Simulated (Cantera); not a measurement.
An adiabatic, constant-pressure homogeneous reactor starts with 10.3 % CO, 0.920 % H₂, 17.6 % O₂, 66.2 % N₂, 4.96 % CO₂, equivalence ratio 0.32, at 1823 K and 9.87 atm.

Computed with Cantera and GRI-Mech 3.0 (53 species, 325 reactions). The hydrogen kinetics of GRI-Mech 3.0 are dated; newer H2 mechanisms differ, most at raised pressure.

Task: Predict: time of steepest temperature rise; temperature at 2.00 s; equilibrium temperature; x(CO) at 2.00 s; x(H₂) at 2.00 s; x(O₂) at 2.00 s; x(O) at 2.00 s; x(CO₂) at 2.00 s.

Result: 
| Property | Value |
|---|---|
| time of steepest temperature rise | 2.77 µs |
| temperature at 2.00 s | 2532 K |
| equilibrium temperature | 2532 K |
| x(CO) at 2.00 s | 0.00624 (gas-phase equilibrium 0.00624) |
| x(H₂) at 2.00 s | 5.43e-5 (gas-phase equilibrium 5.43e-5) |
| x(O₂) at 2.00 s | 0.119 (gas-phase equilibrium 0.119) |
| x(O) at 2.00 s | 0.00186 (gas-phase equilibrium 0.00186) |
| x(CO₂) at 2.00 s | 0.155 (gas-phase equilibrium 0.155) |
